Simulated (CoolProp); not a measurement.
Vapour-liquid equilibrium of propylene (1) + isobutane (2) at 53.75 °C; x and y are mole fractions of (1).

Values from CoolProp's multi-fluid Helmholtz-energy mixture model, Lemmon 2013 and Bücker 2006; pair parameters Bell 2016.

```
x      bubble pressure (MPa)  y at the bubble point  dew pressure at overall composition x (MPa)  liquid density (mol/L)
-----  ---------------------  ---------------------  -------------------------------------------  ----------------------
0.05                  0.8313                  0.123                                       0.7818                   8.886
0.125                 0.9321                  0.255                                       0.8327                   9.012
0.2                    1.018                  0.355                                       0.8883                   9.149
0.275                  1.096                  0.439                                       0.9486                   9.297
0.35                   1.173                  0.515                                        1.014                   9.455
0.425                  1.253                  0.587                                        1.083                   9.621
0.5                    1.338                  0.656                                        1.158                   9.793
0.575                  1.433                  0.723                                        1.240                   9.966
0.65                   1.539                  0.786                                        1.331                   10.14
0.725                  1.659                  0.845                                        1.436                   10.30
0.8                    1.795                  0.897                                        1.565                   10.45
0.875                  1.946                  0.942                                        1.733                   10.57
0.95                   2.110                  0.980                                        1.976                   10.66
```

No azeotrope shows between x = 0.05 and 0.95.

The pair parameters rest on a limited set of measurements; away from them the model extrapolates. The gap from Raoult's law changes sign with composition, which may be real or a fault of the pair parameters; it wasn't checked against measurements.
